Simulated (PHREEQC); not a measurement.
2.5 g of hydrous ferric oxide (600 m²/g; 0.2 weak and 0.005 strong sites per Fe, Dzombak-Morel constants, diffuse double layer) in 1 kg of water with 0.3 mol/kgw of an inert sodium salt and 0.0011 mol NaH2PO4 and 0.0043 mol NiCl2, at 25 °C; the pH is set by adding NaOH or the inert anion's acid. O2 is buffered at 0.21 atm. CO2 from the air is kept out. No solid was allowed to form.

Base run: PHREEQC, ion-association model, wateq4f.dat. Each further column changes one thing. The table gives Ni sorbed (%).

| pH | base | no electrostatic term (-no_edl) | background salt from 0.3 to 0.03 mol/kgw | oxide from 2.5 to 12 g/kgw |
|---|---|---|---|---|
| 3 | 0.0 | 0.0 | 0.0 | 0.0 |
| 3.38 | 0.0 | 0.0 | 0.0 | 0.0 |
| 3.75 | 0.0 | 0.0 | 0.0 | 0.1 |
| 4.5 | 0.4 | 0.4 | 0.5 | 1.9 |
| 4.88 | 1.5 | 1.6 | 1.7 | 6.6 |
| 5.25 | 3.1 | 3.3 | 3.3 | 13.7 |
| 5.62 | 5.4 | 6.4 | 6.0 | 23.4 |
| 6.38 | 31.2 | 42.3 | 33.1 | 72.9 |
| 6.75 | 52.5 | 67.8 | 52.1 | 90.9 |
| 7.12 | 68.5 | 84.1 | 65.8 | 97.5 |
| 7.5 | 78.9 | 92.6 | 74.9 | 99.4 |
| 8.25 | 88.7 | 98.3 | 83.7 | 100.0 |
| 8.62 | 90.7 | 99.1 | 85.4 | 100.0 |
| 9 | 91.5 | 99.5 | 86.0 | 100.0 |

In at least one series the solution becomes supersaturated in solids that the run did not let form, among them Ni(OH)2, Ni3(PO4)2. H3PO4, which wateq4f.dat lacks, is added to it with the constant of phreeqc.dat. The database has no phosphate complexes of Ni. The oxide is taken as insoluble; below pH 4 it would dissolve.
